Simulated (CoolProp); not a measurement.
Properties of m-xylene at several states.

Values from CoolProp's reference Helmholtz-energy equation of state, Zhou 2012.

```json
[
 {"T (K)": "502.5", "p (MPa)": "0.341", "phase": "gas", "Joule-Thomson coefficient (K/MPa)": "16.17", "isothermal compressibility (1/MPa)": "3.185", "viscosity (µPa s)": "10.9", "conductivity (mW/(m K))": "28.4"},
 {"T (K)": "538.4", "p (MPa)": "0.0226", "phase": "gas", "Joule-Thomson coefficient (K/MPa)": "11.22", "isothermal compressibility (1/MPa)": "44.41", "viscosity (µPa s)": "11.6", "conductivity (mW/(m K))": "33.0"},
 {"T (K)": "375.2", "p (MPa)": "0.531", "phase": "liquid", "Joule-Thomson coefficient (K/MPa)": "-0.3566", "isothermal compressibility (1/MPa)": "0.001555", "viscosity (µPa s)": "288", "conductivity (mW/(m K))": "110"},
 {"T (K)": "546.8", "p (MPa)": "0.0105", "phase": "gas", "Joule-Thomson coefficient (K/MPa)": "10.62", "isothermal compressibility (1/MPa)": "95.39", "viscosity (µPa s)": "11.7", "conductivity (mW/(m K))": "34.1"}
]
```

Viscosity comes from a separate model (Cao 2016). Thermal conductivity comes from a separate model (Mylona 2014).
